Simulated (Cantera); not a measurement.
Feed: 1 mol CH₃SiCl₃, 0.55 mol C₂H₄, 130 mol H₂, equilibrated at 1025 K and 0.0270 bar.

Equilibrium computed with Cantera from the NASA thermochemical tables; the gas is ideal and each condensed phase is pure. Candidate condensed phases: C, C₆H₆, C₇H₈, C₈H₁₈, Si, SiC; 109 gas species. The feed counts by its element totals alone. Rates play no part.

Base state: H₂ 0.976, HCl 0.0224, CH₄ 0.00189 (mole fractions); condensed: C(graphite) + SiC(s).

Task: What changes in the equilibrium state with this change: temperature from 1025 K to 1550 K?

Result: 
```
species            before     after
----------------  -------  --------
H₂                  0.976     0.977
HCl                0.0224    0.0223
H                 2.62e-8  0.000189
CH₄               0.00189   5.24e-5
SiCl₂             4.42e-7   1.50e-5
C₂H₂ (acetylene)  2.15e-9   1.57e-5
C(graphite), mol    0.849      1.09
SiC(s), mol         0.999     0.998
```

Task: What changes in the equilibrium state with this change: temperature from 1025 K to 1050 K?

Result: 
| species | before | after |
|---|---|---|
| H₂ | 0.976 | 0.976 |
| HCl | 0.0224 | 0.0224 |
| CH₄ | 0.00189 | 0.00147 |
| C(graphite), mol | 0.849 | 0.904 |
| SiC(s), mol | 0.999 | 0.999 |
